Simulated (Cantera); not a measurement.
Cantera run, input and output.

```python
import numpy as np
import cantera as ct

gas = ct.Solution("SiF4_NH3_mec.yaml", "gas")
gas.TPX = 1700, 23000, {'NH3': 1, 'H2': 2.3, 'N2': 0.045}
inlet = ct.Reservoir(gas, clone=True)

reactor = ct.IdealGasConstPressureReactor(gas, energy="off", clone=False)
exhaust = ct.Reservoir(gas, clone=True)
tau = [6.5, 2.3, 0.8, 0.28, 0.097, 0.034, 0.012, 0.0041][0]
for a, b in ((inlet, reactor), (reactor, exhaust)):
    ct.MassFlowController(a, b, mdot=lambda t: reactor.mass / tau)
net = ct.ReactorNet([reactor])
show = ['NH3', 'H2', 'NH2', 'NH', 'H', 'N2', 'N2H2']

rows = []
print(f"{'tau/s':>10s}{'T/K':>9s}" + "".join(f"{s:>11s}" for s in show))
for tau in [6.5, 2.3, 0.8, 0.28, 0.097, 0.034, 0.012, 0.0041]:
    net.initial_time = 0.0
    net.advance(30 * tau)
    before = gas.X
    net.advance(40 * tau)
    drift = np.max(np.abs(gas.X - before) / (gas.X + 1e-9))
    rows.append([gas.T, *gas[show].X, drift])
    print(f"{tau:10.3e}{gas.T:9.1f}" + "".join(f"{x:11.3e}" for x in gas[show].X))
```

Output:

```
     tau/s      T/K        NH3         H2        NH2         NH          H         N2       N2H2
 6.500e+00   1700.0  1.639e-01  7.719e-01  6.874e-05  6.626e-07  1.277e-04  6.401e-02  1.197e-07
 2.300e+00   1700.0  2.273e-01  7.323e-01  8.638e-05  7.517e-07  1.098e-04  4.026e-02  1.886e-07
 8.000e-01   1700.0  2.685e-01  7.065e-01  9.669e-05  7.954e-07  1.004e-04  2.482e-02  2.371e-07
 2.800e-01   1700.0  2.874e-01  6.946e-01  1.007e-04  8.057e-07  9.605e-05  1.771e-02  2.577e-07
 9.700e-02   1700.0  2.949e-01  6.900e-01  1.009e-04  7.874e-07  9.312e-05  1.492e-02  2.575e-07
 3.400e-02   1700.0  2.976e-01  6.883e-01  9.689e-05  7.202e-07  8.841e-05  1.391e-02  2.343e-07
 1.200e-02   1700.0  2.985e-01  6.877e-01  8.451e-05  5.474e-07  7.680e-05  1.357e-02  1.713e-07
 4.100e-03   1700.0  2.988e-01  6.876e-01  5.473e-05  2.306e-07  4.967e-05  1.347e-02  6.441e-08
```

Cantera simulation using the gas-phase N/H chemistry of the illustrative SiF4/NH3 mechanism in the Surface Chemkin manual (1991); the numbers are that mechanism's predictions, not measurements. Walls and surfaces, which speed up NH3 decomposition in real reactors, are not modelled.
